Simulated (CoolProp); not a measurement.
The numbers come from the reference Helmholtz-energy equation of state, Lemmon 2013 in CoolProp.

Question: Give the vapour pressure (MPa), enthalpy of vaporisation (kJ/kg), liquid cp (kJ/(kg K)) of saturated propylene at 13.75, 16.55, 19.45 °C.

Answer: 
```json
[
 {"T (°C)": "13.75", "p (MPa)": "0.863", "enthalpy of vaporisation (kJ/kg)": "355", "liquid cp (kJ/(kg K))": "2.55"},
 {"T (°C)": "16.55", "p (MPa)": "0.929", "enthalpy of vaporisation (kJ/kg)": "350", "liquid cp (kJ/(kg K))": "2.58"},
 {"T (°C)": "19.45", "p (MPa)": "1.00", "enthalpy of vaporisation (kJ/kg)": "345", "liquid cp (kJ/(kg K))": "2.61"}
]
```
